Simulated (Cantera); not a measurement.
Feed: 1 mol C, 0.026 mol NH3, 0.91 mol H2, held at 527 °C and 30.0 Pa.

Method: chemical equilibrium by Gibbs-energy minimisation in Cantera with the NASA 1993 tables (ideal gas, pure condensed phases). Equilibrium is a limit: real reactors are often held back by kinetics, nucleation or transport.

```csv
species,before,after
H,<1e-9,0.874
H2,0.986,0.0597
C3,<1e-9,0.0397
N2,0.0135,0.00462
C,<1e-9,0.00924
C2,<1e-9,0.00382
C2H,<1e-9,0.00247
CN,<1e-9,0.00221
C2H2 (acetylene),<1e-9,0.00153
CH4,0.000392,<1e-9
"C(graphite), mol",1.000,0.715
```
Gas species are given as mole fractions.

What was changed between the two runs?
A. temperature from 527 °C to 1650 °C
B. NH3 from 0.026 to 1.3 mol
C. pressure from 30.0 Pa to 133 Pa
D. temperature from 527 °C to 2450 °C

D, temperature from 527 °C to 2450 °C
